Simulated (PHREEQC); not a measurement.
Solution (25 °C): 0.14 mol/kgw K2CO3 and 0.0011 mol/kgw Fe(NO3)3. Closed to the air; pH follows from the charge balance.

Model: ion-association model, phreeqc.dat, run in PHREEQC.

```tsv
quantity	before	after
pH	11.17	10.53
ionic strength (mol/kgw)	0.413	0.405
```

Problem. Name the change that produced these shifts.
(A) Fe(NO3)3 replaced by Mn(NO3)2 at the same molality
(B) K2CO3 left out
(C) temperature from 25 to 75 °C
(D) diluted 2-fold with water

Solution. C, temperature from 25 to 75 °C

No solid was allowed to form. Some of these states are supersaturated (in Fe(OH)3(a), Hematite (slow to form), Goethite (slow to form), for instance). Constants without temperature data keep their 25 °C values here.
